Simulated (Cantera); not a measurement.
A perfectly stirred reactor is fed with H2 : O2 : N2 = 1 : 1.11 : 4.18 (molar parts), at 3750 Torr; it is adiabatic with a 800 K inlet, and is followed from long to short residence time, starting on the burning branch (τ in s: 0.13, 0.072, 0.039, 0.021, 0.011, 0.0061, 0.0033, 0.0018, 0.00096, 0.00052, 0.00028, 0.00015, 8.1e-05).

Cantera simulation using GRI-Mech 3.0 (53 species, 325 reactions); the numbers are that mechanism's predictions, not measurements. The hydrogen kinetics of GRI-Mech 3.0 are dated; newer H2 mechanisms differ, most at raised pressure.

Question: What does this change do: H2 1 to 1.6 parts?

Answer: 
| quantity | before | after |
|---|---|---|
| blow-out, bracketed by the residence times tried | burning at 81.0 µs, the shortest tried | burning at 81.0 µs, the shortest tried |
| x(H2) at τ = 0.130 s | 6.16e-5 | 0.00211 |
| x(O2) at τ = 0.130 s | 0.105 | 0.0454 |
| x(H2O2) at τ = 0.130 s | 2.10e-7 | 7.11e-7 |
| x(O) at τ = 0.130 s | 7.90e-5 | 0.000905 |
| x(NO) at τ = 0.130 s | 0.000241 | 0.00791 |
| x(H2) at τ = 3.30 ms | 0.000296 | 0.00245 |
| x(O2) at τ = 3.30 ms | 0.105 | 0.0482 |
| x(H2O2) at τ = 3.30 ms | 3.67e-7 | 7.49e-7 |
| x(O) at τ = 3.30 ms | 0.000251 | 0.00108 |
| x(NO) at τ = 3.30 ms | 2.62e-5 | 0.00210 |

Question: What does this change do: 0.47 parts H2O added?

Answer: 
```csv
quantity,before,after
"blow-out, bracketed by the residence times tried","burning at 81.0 µs, the shortest tried","burning at 81.0 µs, the shortest tried"
x(H2) at τ = 0.130 s,6.16e-5,4.60e-5
x(O2) at τ = 0.130 s,0.105,0.0972
x(H2O2) at τ = 0.130 s,2.10e-7,2.03e-7
x(O) at τ = 0.130 s,7.90e-5,3.54e-5
x(NO) at τ = 0.130 s,0.000241,4.15e-5
x(H2) at τ = 3.30 ms,0.000296,0.000319
x(O2) at τ = 3.30 ms,0.105,0.0970
x(H2O2) at τ = 3.30 ms,3.67e-7,4.86e-7
x(O) at τ = 3.30 ms,0.000251,0.000147
x(NO) at τ = 3.30 ms,2.62e-5,7.70e-6
```

Question: What does this change do: 0.48 parts CO2 added?

Answer: 
```json
[
 {"quantity": "blow-out, bracketed by the residence times tried", "before": "burning at 81.0 µs, the shortest tried", "after": "burning at 81.0 µs, the shortest tried"},
 {"quantity": "x(H2) at τ = 0.130 s", "before": "6.16e-5", "after": "3.33e-5"},
 {"quantity": "x(O2) at τ = 0.130 s", "before": "0.105", "after": "0.0971"},
 {"quantity": "x(H2O2) at τ = 0.130 s", "before": "2.10e-7", "after": "1.35e-7"},
 {"quantity": "x(O) at τ = 0.130 s", "before": "7.90e-5", "after": "3.23e-5"},
 {"quantity": "x(NO) at τ = 0.130 s", "before": "0.000241", "after": "3.03e-5"},
 {"quantity": "x(H2) at τ = 3.30 ms", "before": "0.000296", "after": "0.000296"},
 {"quantity": "x(O2) at τ = 3.30 ms", "before": "0.105", "after": "0.0970"},
 {"quantity": "x(H2O2) at τ = 3.30 ms", "before": "3.67e-7", "after": "4.12e-7"},
 {"quantity": "x(O) at τ = 3.30 ms", "before": "0.000251", "after": "0.000189"},
 {"quantity": "x(NO) at τ = 3.30 ms", "before": "2.62e-5", "after": "9.64e-6"}
]
```
